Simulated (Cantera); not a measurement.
Input: 1 mol B, 10 mol H2O, at 0.00133 bar.

Method: chemical equilibrium by Gibbs-energy minimisation in Cantera with the NASA 1993 tables (ideal gas, pure condensed phases). Candidate condensed phases: B, B2O3, B3O3H3, H2O; 23 gas species. Rates play no part. All values below are at 2050 K.

Base state: H2O 0.724, H2 0.143, HBO2 0.0882, H 0.0235, OH 0.0130, O2 0.00334, BO2 0.00191, O 0.00154 (mole fractions); condensed: gas only.

Task: What changes in the equilibrium state with this change: pressure from 0.00133 bar to 0.0300 bar?

Result: 
| species | before | after |
|---|---|---|
| H2O | 0.724 | 0.757 |
| H2 | 0.143 | 0.142 |
| HBO2 | 0.0882 | 0.0917 |
| H | 0.0235 | 0.00493 |
| OH | 0.0130 | 0.00288 |
| O | 0.00154 | 7.23e-5 |
| O2 | 0.00334 | 0.000165 |
| BO | 0.000261 | 5.45e-5 |
| BO2 | 0.00191 | 0.000421 |
| B2O3 | 0.00121 | 0.00125 |
